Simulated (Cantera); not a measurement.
A Cantera script and what it prints.

```python
import numpy as np
import cantera as ct

gas_names = """
    C CN CO CO2 C2 CCN CNC C2N2 C2O C3 C3O2 C4 C4N2 C5 N NCO NO NO2 NO3 N2 N2O O O2 O3 Pb PbO Pb2
""".split()
cond_names = """
    C(gr) Pb(cr) Pb(L) PbO(rd) PbO(yw) PbO(L) PbO2(s) Pb3O4(s)
""".split()


def load(file, names, dense=False):
    # The tables refer to 1 bar. Condensed volumes are neglected.
    table = {s.name: s for s in ct.Species.list_from_file(file)}
    out = []
    for n in names:
        d = dict(table[n].input_data)
        d["thermo"] = dict(d["thermo"], **{"reference-pressure": 1e5})
        if dense:
            d["equation-of-state"] = {"model": "constant-volume", "density": "1e6 g/cm^3"}
        out.append(ct.Species.from_dict(d))
    return out


gas = ct.Solution(thermo="ideal-gas", species=load("nasa_gas.yaml", gas_names))
cond = {s.name: ct.Solution(thermo="fixed-stoichiometry", species=[s], name=s.name)
        for s in load("nasa_condensed.yaml", cond_names, dense=True)}
atoms = {
    'Pb': {'Pb': 1},
    'CO2': {'C': 1, 'O': 2},
    'N2': {'N': 2},
}
top_T = {'C(gr)': 4500, 'Pb3O4(s)': 820}  # K; cautious upper limits of use, not melting points


def equilibrate(T, P, feed):
    n = {}
    for name, mol in feed.items():
        for a, k in atoms[name].items():
            n[a] = n.get(a, 0.0) + k * mol
    gas.TPX = T, P, n
    mass = sum(n.values()) * gas.mean_molecular_weight
    gas.equilibrate("TP")
    valid = [c for c in cond.values() if c.min_temp <= T <= top_T.get(c.name, c.max_temp)]
    mix = ct.Mixture([(gas, mass / gas.mean_molecular_weight)] + [(c, 0.0) for c in valid])
    mix.T, mix.P = T, P
    mix.equilibrate("TP", solver="vcs", rtol=1e-11, max_steps=5000)
    return mix


results = []
feed = {'Pb': 1, 'CO2': 0.62, 'N2': 19}  # mol
P = 12  # Pa
for T in [725, 775, 825, 875, 925, 975, 1025, 1075, 1125, 1175, 1225, 1275, 1325, 1375]:
    mix = equilibrate(T, P, feed)
    results.append((T, P, feed, dict(zip(mix.species_names, mix.species_moles))))
    x = sorted(zip(gas.X, gas.species_names), reverse=True)
    print(f"T = {T:g} K  P = {P:g} Pa  gas = {mix.phase_moles(0):.4g} mol")
    print("   x: " + "  ".join(f"{s} {v:.3e}" for v, s in x if v > 0.001))
    print("   condensed (mol): " + ("  ".join(f"{mix.phase(i).name} {mix.phase_moles(i):.4g}"
          for i in range(1, mix.n_phases) if mix.phase_moles(i) > 1e-12) or "none"))
```

It prints:

```
T = 725 K  P = 12 Pa  gas = 19.62 mol
   x: N2 9.684e-01  CO2 3.160e-02
   condensed (mol): Pb(L) 0.9994  PbO(rd) 3.328e-06
T = 775 K  P = 12 Pa  gas = 19.62 mol
   x: N2 9.682e-01  CO2 3.159e-02
   condensed (mol): Pb(L) 0.9959  PbO(yw) 3.883e-06
T = 825 K  P = 12 Pa  gas = 19.64 mol
   x: N2 9.672e-01  CO2 3.156e-02  Pb 1.195e-03
   condensed (mol): Pb(L) 0.9765
T = 875 K  P = 12 Pa  gas = 19.73 mol
   x: N2 9.630e-01  CO2 3.142e-02  Pb 5.618e-03
   condensed (mol): Pb(L) 0.8891
T = 925 K  P = 12 Pa  gas = 20.07 mol
   x: N2 9.468e-01  CO2 3.088e-02  Pb 2.227e-02
   condensed (mol): Pb(L) 0.5529
T = 975 K  P = 12 Pa  gas = 20.62 mol
   x: N2 9.214e-01  Pb 4.845e-02  CO2 3.003e-02
   condensed (mol): none
T = 1025 K  P = 12 Pa  gas = 20.62 mol
   x: N2 9.214e-01  Pb 4.843e-02  CO2 3.000e-02
   condensed (mol): none
T = 1075 K  P = 12 Pa  gas = 20.62 mol
   x: N2 9.214e-01  Pb 4.839e-02  CO2 2.997e-02
   condensed (mol): none
T = 1125 K  P = 12 Pa  gas = 20.62 mol
   x: N2 9.214e-01  Pb 4.835e-02  CO2 2.992e-02
   condensed (mol): none
T = 1175 K  P = 12 Pa  gas = 20.62 mol
   x: N2 9.214e-01  Pb 4.828e-02  CO2 2.985e-02
   condensed (mol): none
T = 1225 K  P = 12 Pa  gas = 20.62 mol
   x: N2 9.214e-01  Pb 4.820e-02  CO2 2.977e-02
   condensed (mol): none
T = 1275 K  P = 12 Pa  gas = 20.62 mol
   x: N2 9.214e-01  Pb 4.810e-02  CO2 2.967e-02
   condensed (mol): none
T = 1325 K  P = 12 Pa  gas = 20.62 mol
   x: N2 9.214e-01  Pb 4.798e-02  CO2 2.954e-02
   condensed (mol): none
T = 1375 K  P = 12 Pa  gas = 20.62 mol
   x: N2 9.214e-01  Pb 4.783e-02  CO2 2.939e-02
   condensed (mol): none
```

These are equilibrium values from Cantera (NASA tables, ideal gas, pure condensed phases), not measurements of a reactor.
